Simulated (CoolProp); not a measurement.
Properties of methanol along the isobar 32300 kPa.

Model: reference Helmholtz-energy equation of state, de Reuck 1993, in CoolProp.

```
T (K)          phase  isothermal compressibility (1/MPa)  Prandtl number
-----  -------------  ----------------------------------  --------------
470.6         liquid                            0.002924            2.77
483.1         liquid                            0.003358            2.66
495.5         liquid                            0.003896            2.55
508           liquid                            0.004581            2.44
520.4  supercritical                            0.005447            2.34
532.9  supercritical                            0.006567            2.25
545.3  supercritical                            0.008003            2.16
557.8  supercritical                            0.009865            2.08
570.2  supercritical                             0.01216            2.00
582.7  supercritical                             0.01485            1.91
595.1  supercritical                             0.01778            1.83
607.6  supercritical                             0.02102            1.75
620    supercritical                             0.02427            1.67
```

Viscosity comes from a separate model (Xiang 2006). Thermal conductivity comes from a separate model (Sykioti 2013).
